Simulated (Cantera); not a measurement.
## Hydrogen reduction and annealing atmospheres: PbS + H₂

Feed: 1 mol PbS, 27 mol H₂, held at 6.70 mbar.

Cantera equilibrium calculation (NASA polynomials, part measured and part estimated; ideal gas, pure solids and liquids). Candidate condensed phases: Pb, PbS, S; 10 gas species. Kinetics and transport are ignored.

From 1425 K to 2100 K nothing is condensed. The main Pb-bearing gas is PbS at 1425 K and Pb at 2100 K.

| T (K) | x H₂ | x H | x Pb | x PbS | x H₂S |
|---|---|---|---|---|---|
| 1425 | 0.949 | 8.12e-5 | 0.0167 | 0.0190 | 0.0140 |
| 1500 | 0.948 | 0.000209 | 0.0185 | 0.0171 | 0.0133 |
| 1575 | 0.947 | 0.000494 | 0.0207 | 0.0148 | 0.0121 |
| 1650 | 0.946 | 0.00108 | 0.0230 | 0.0125 | 0.0105 |
| 1725 | 0.944 | 0.00220 | 0.0252 | 0.0102 | 0.00883 |
| 1800 | 0.941 | 0.00424 | 0.0272 | 0.00810 | 0.00730 |
| 1875 | 0.937 | 0.00775 | 0.0288 | 0.00631 | 0.00595 |
| 1950 | 0.930 | 0.0135 | 0.0302 | 0.00482 | 0.00478 |
| 2025 | 0.920 | 0.0226 | 0.0311 | 0.00362 | 0.00379 |
| 2100 | 0.905 | 0.0362 | 0.0318 | 0.00267 | 0.00294 |
x: gas mole fraction; nothing condenses.
